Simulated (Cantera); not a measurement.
A closed system holds: 1 mol SiH4, 7.2 mol N2, 0.065 mol HCl, held at 1477 °C.

Equilibrium computed with Cantera from the NASA thermochemical tables; the gas is ideal and each condensed phase is pure. Candidate condensed phases: NH4Cl, Si, Si3N4; 28 gas species. The tables' values for SiCl, SiN are old estimates; treat these amounts as uncertain. Kinetics and transport are ignored.

log p: log10 of the partial pressure in bar; n: condensed amount in mol.

```json
[
 {"P (Pa)": "100", "log p N2": "-3.11", "log p H2": "-3.67", "log p HCl": "-5.24", "log p H": "?", "n Si(l)": "0.979", "n Si3N4(s)": "0"},
 {"P (Pa)": "300", "log p N2": "-2.63", "log p H2": "-3.19", "log p HCl": "-4.75", "log p H": "?", "n Si(l)": "0.989", "n Si3N4(s)": "0"},
 {"P (Pa)": "880", "log p N2": "-2.18", "log p H2": "-2.69", "log p HCl": "-4.23", "log p H": "?", "n Si(l)": "0", "n Si3N4(s)": "0.332"},
 {"P (Pa)": "2600", "log p N2": "-1.70", "log p H2": "-2.22", "log p HCl": "-3.74", "log p H": "?", "n Si(l)": "0", "n Si3N4(s)": "0.333"},
 {"P (Pa)": "7700", "log p N2": "-1.23", "log p H2": "-1.75", "log p HCl": "-3.25", "log p H": "?", "n Si(l)": "0", "n Si3N4(s)": "0.333"},
 {"P (Pa)": "23000", "log p N2": "-0.76", "log p H2": "-1.27", "log p HCl": "-2.77", "log p H": "?", "n Si(l)": "0", "n Si3N4(s)": "0.333"},
 {"P (Pa)": "68000", "log p N2": "-0.29", "log p H2": "-0.80", "log p HCl": "-2.29", "log p H": "?", "n Si(l)": "0", "n Si3N4(s)": "0.333"},
 {"P (Pa)": "200000", "log p N2": "0.18", "log p H2": "-0.33", "log p HCl": "-1.82", "log p H": "?", "n Si(l)": "0", "n Si3N4(s)": "0.333"}
]
```

Problem. Some entries are withheld; supply them.

Solution. 
- 100, log p H: -5.47
- 300, log p H: -5.23
- 880, log p H: -4.98
- 2600, log p H: -4.74
- 7700, log p H: -4.51
- 23000, log p H: -4.27
- 68000, log p H: -4.03
- 200000, log p H: -3.80
